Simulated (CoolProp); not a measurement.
Computed with CoolProp (reference Helmholtz-energy equation of state, Setzmann 1991).

Task: Give the vapour pressure (bar), vapour Z, liquid conductivity (mW/(m K)) of saturated methane at -135.55, -97.25 °C.

Result: 
| T (°C) | p (bar) | vapour Z | liquid conductivity (mW/(m K)) |
|---|---|---|---|
| -135.55 | 5.65 | 0.881 | 147 |
| -97.25 | 28.6 | 0.621 | 91.8 |

Thermal conductivity comes from a separate model (Friend 1989).
